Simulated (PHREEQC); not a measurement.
PHREEQC input (Pitzer model, pitzer.dat):

```
SOLUTION 1
  temp 25
  units mol/kgw
  pH 7 charge
  Cl 0.0034
  Li 0.0034
  S(6) 0.011
  Mg 0.011
END
USE solution 1
INCREMENTAL_REACTIONS false
REACTION 1
  H2O -1
  0 9.886 18.011 24.689 30.178 34.689 38.397 41.444
  43.949 46.007 47.699 49.089 50.232 51.172 51.944 52.578
  53.1 53.528 53.88 54.17 54.408 54.603 54.764 54.896
  55.005 55.094 55.168 55.228 moles
EQUILIBRIUM_PHASES 1
  Bischofite 0 0
  Brucite 0 0
  Epsomite 0 0
  Hexahydrite 0 0
  Kieserite 0 0
  MgCl2_4H2O 0 0
SELECTED_OUTPUT 1
  -reset false
  -pH true
  -pe true
  -ionic_strength true
  -water true
  -activities H2O
  -totals Cl Li Mg S
  -molalities H+ Li+ Mg+2 Cl- SO4-2 OH- HSO4- MgOH+
  -equilibrium_phases Bischofite Brucite Epsomite Hexahydrite Kieserite MgCl2_4H2O
PRINT
  -reset false
END
```

Selected output (columns that matter, 21 of 28 rows; water left (kg) added in front):

```
water left (kg)	pH	mu	Cl	Li	Mg	S	m_H+	m_Li+	m_Mg+2	m_Cl-	m_SO4-2	m_OH-	la_H2O
1	6.9508	0.0474	0.0034	0.0034	0.011	0.011	1.3636e-07	0.0034	0.011	0.0034	0.011	1.1462e-07	-0.00017689
0.821894	6.9454	0.057672	0.0041368	0.0041368	0.013384	0.013384	1.4009e-07	0.0041368	0.013384	0.0041368	0.013384	1.1583e-07	-0.00021212
0.555203	6.9332	0.085374	0.0061239	0.0061239	0.019813	0.019813	1.4872e-07	0.0061239	0.019812	0.0061239	0.019812	1.1868e-07	-0.00030506
0.456313	6.9264	0.10388	0.007451	0.007451	0.024106	0.024106	1.5372e-07	0.007451	0.024106	0.007451	0.024106	1.2036e-07	-0.00036594
0.375043	6.9191	0.12638	0.0090656	0.0090656	0.02933	0.02933	1.5925e-07	0.0090656	0.02933	0.0090656	0.02933	1.2223e-07	-0.00043896
0.253345	6.9024	0.1871	0.01342	0.01342	0.043419	0.043419	1.7222e-07	0.01342	0.043419	0.01342	0.043419	1.2661e-07	-0.00063186
0.208215	6.8929	0.22765	0.016329	0.016329	0.05283	0.05283	1.7982e-07	0.016329	0.05283	0.016329	0.05283	1.2913e-07	-0.00075832
0.171138	6.8824	0.27697	0.019867	0.019867	0.064276	0.064276	1.883e-07	0.019867	0.064275	0.019867	0.064275	1.3187e-07	-0.00091032
0.115613	6.8579	0.40999	0.029409	0.029409	0.095145	0.095145	2.084e-07	0.029409	0.095145	0.029409	0.095145	1.3803e-07	-0.0013139
0.0950203	6.8434	0.49884	0.035782	0.035782	0.11576	0.11576	2.2032e-07	0.035782	0.11576	0.035782	0.11576	1.4142e-07	-0.0015804
0.0641769	6.8087	0.73858	0.052979	0.052979	0.1714	0.1714	2.4879e-07	0.052979	0.1714	0.052979	0.1714	1.487e-07	-0.002294
0.0527548	6.7879	0.8985	0.064449	0.064449	0.20851	0.20851	2.6575e-07	0.064449	0.20851	0.064449	0.20851	1.5249e-07	-0.0027683
0.0433504	6.7641	1.0934	0.078431	0.078431	0.25375	0.25375	2.849e-07	0.078431	0.25375	0.078431	0.25375	1.563e-07	-0.0033468
0.0292979	6.7059	1.6179	0.11605	0.11605	0.37545	0.37545	3.3064e-07	0.11605	0.37545	0.11605	0.37545	1.6346e-07	-0.0049167
0.0240733	6.6696	1.969	0.14124	0.14124	0.45694	0.45694	3.5784e-07	0.14124	0.45694	0.14124	0.45694	1.6646e-07	-0.005989
0.0197855	6.6271	2.3957	0.17184	0.17184	0.55596	0.55596	3.8808e-07	0.17184	0.55596	0.17184	0.55596	1.6871e-07	-0.0073278
0.0133718	6.5167	3.5448	0.25427	0.25427	0.82263	0.82263	4.5729e-07	0.25427	0.82263	0.25427	0.82263	1.6939e-07	-0.011224
0.0109937	6.444	4.3116	0.30927	0.30927	1.0006	1.0006	4.9503e-07	0.30927	1.0006	0.30927	1.0006	1.6679e-07	-0.014143
0.00902992	6.3547	5.2492	0.37653	0.37653	1.2182	1.2182	5.3282e-07	0.37653	1.2182	0.37653	1.2182	1.614e-07	-0.018154
0.00609332	6.1087	7.779	0.55799	0.55799	1.8053	1.8053	5.9099e-07	0.55799	1.8053	0.55799	1.8053	1.402e-07	-0.031996
0.00501236	5.9414	9.4566	0.67832	0.67832	2.1946	2.1946	5.9525e-07	0.67832	2.1946	0.67832	2.1946	1.2419e-07	-0.044067
```
